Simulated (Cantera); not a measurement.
**NF3 + H2 + H2O (abatement and gas-phase synthesis)**

Input: 1 mol NF3, 1.2 mol H2, 1.4 mol H2O, held at 1000 Pa.

Equilibrium computed with Cantera from the NASA thermochemical tables; the gas is ideal and each condensed phase is pure. Candidate condensed phases: H2O; 65 gas species. Ions and electrons are included (thermal ionisation). The numbers say what is thermodynamically allowed, not how fast it happens.

```tsv
T (K)	log p H	log p HF	log p F	log p O	log p N2	log p N	log p H2	log p OH	log p O2
3000	-2.59	-2.37	-3.60	-2.85	-3.14	-6.43	-3.57	-3.62	-3.80
3500	-2.37	-2.78	-2.74	-2.81	-3.24	-5.28	-4.28	-4.49	-5.00
4000	-2.30	-3.64	-2.55	-2.85	-3.32	-4.41	-5.00	-5.31	-6.05
4500	-2.29	-4.49	-2.53	-2.86	-3.40	-3.74	-5.67	-5.97	-6.82
5000	-2.30	-5.20	-2.54	-2.87	-3.64	-3.30	-6.22	-6.52	-7.43
```
log p: log10 of the partial pressure in bar; nothing condenses.

From 3000 K to 5000 K nothing is condensed.
